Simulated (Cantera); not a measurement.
Feed: 1 mol Si, 2.1 mol HCl, 3.1 mol H2, held at 1 atm.

Method: chemical equilibrium by Gibbs-energy minimisation in Cantera with the NASA 1993 tables (ideal gas, pure condensed phases). Candidate condensed phases: Si; 19 gas species. The tables' values for SiCl3 are old estimates; treat these amounts as uncertain. The numbers say what is thermodynamically allowed, not how fast it happens. All values below are at 800 K.

Base state: H2 0.872, SiCl4 0.0761, SiHCl3 0.0481, SiH2Cl2 0.00245, HCl 0.00125, SiCl3 3.54e-5, SiH3Cl 2.89e-5 (mole fractions); condensed: Si(s).

Question: What changes in the equilibrium state with this change: Si replaced by SiCl4?

Answer: 
| species | before | after |
|---|---|---|
| H2 | 0.872 | 0.500 |
| HCl | 0.00125 | 0.339 |
| SiCl4 | 0.0761 | 0.161 |
| SiHCl3 | 0.0481 | 0.000215 |
| SiH2Cl2 | 0.00245 | 2.31e-8 |
| SiH3Cl | 2.89e-5 | <1e-9 |
| SiCl3 | 3.54e-5 | 2.09e-7 |
| Si(s), mol | 0.415 | 0 |
